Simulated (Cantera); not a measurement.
Feed: 1 mol Fe₃O₄, 1.5 mol CO, 1.8 mol N₂, equilibrated at 2075 °C and 12.0 Pa.

Cantera equilibrium calculation (NASA polynomials, part measured and part estimated; ideal gas, pure solids and liquids). Candidate condensed phases: C, Fe, Fe(CO)₅, FeO, Fe₂O₃, Fe₃O₄; 27 gas species. Rates play no part.

Base state: Fe 0.319, N₂ 0.198, O 0.190, CO 0.137, O₂ 0.102, CO₂ 0.0307, FeO 0.0166, NO 0.00605 (mole fractions); condensed: gas only.

Question: What changes in the equilibrium state with this change: temperature from 2075 °C to 2202 °C?

Answer: 
```json
[
 {"species": "Fe", "before": "0.319", "after": "0.307"},
 {"species": "O", "before": "0.190", "after": "0.280"},
 {"species": "N₂", "before": "0.198", "after": "0.186"},
 {"species": "O₂", "before": "0.102", "after": "0.0573"},
 {"species": "CO₂", "before": "0.0307", "after": "0.0118"},
 {"species": "FeO", "before": "0.0166", "after": "0.00760"},
 {"species": "CO", "before": "0.137", "after": "0.145"},
 {"species": "NO", "before": "0.00605", "after": "0.00558"}
]
```

Question: What changes in the equilibrium state with this change: temperature from 2075 °C to 1052 °C?

Answer: 
```
species       before    after
-----------  -------  -------
N₂             0.198    0.545
CO₂           0.0307    0.303
CO             0.137    0.152
Fe             0.319  1.67e-6
O              0.190  1.15e-9
O₂             0.102  2.08e-9
FeO           0.0166  1.06e-8
NO           0.00605  3.85e-8
FeO(s), mol        0     3.00
```
The tables' stoichiometric FeO is somewhat more stable than real wüstite, so its field is too wide. FeO: taken at fixed stoichiometry.
